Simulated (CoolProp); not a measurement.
Properties of n-decane at several states (Tc = 344.5 °C, pc = 2.101 MPa, ω = 0.488).

Values from CoolProp's reference Helmholtz-energy equation of state, Lemmon 2006. It is a short technical equation, of lower accuracy than the large ones.

```json
[
 {"T (°C)": "230.85", "p (MPa)": "3.53", "phase": "liquid", "density (kg/m³)": "?", "cv (kJ/(kg K))": "2.584", "fugacity coefficient": "?"},
 {"T (°C)": "174.85", "p (MPa)": "0.0205", "phase": "gas", "density (kg/m³)": "0.7927", "cv (kJ/(kg K))": "?", "fugacity coefficient": "0.9880"},
 {"T (°C)": "-9.05", "p (MPa)": "0.228", "phase": "liquid", "density (kg/m³)": "?", "cv (kJ/(kg K))": "?", "fugacity coefficient": "?"},
 {"T (°C)": "19.85", "p (MPa)": "1.63", "phase": "liquid", "density (kg/m³)": "731.7", "cv (kJ/(kg K))": "1.754", "fugacity coefficient": "?"},
 {"T (°C)": "115.55", "p (MPa)": "0.0262", "phase": "liquid", "density (kg/m³)": "654.7", "cv (kJ/(kg K))": "2.139", "fugacity coefficient": "?"}
]
```

Some entries are withheld; supply them.


- 230.85, density (kg/m³): 559.5
- 230.85, fugacity coefficient: 0.1059
- 174.85, cv (kJ/(kg K)): 2.245
- -9.05, density (kg/m³): 753.1
- -9.05, cv (kJ/(kg K)): 1.645
- -9.05, fugacity coefficient: 5.230e-5
- 19.85, fugacity coefficient: 8.831e-5
- 115.55, fugacity coefficient: 0.6467
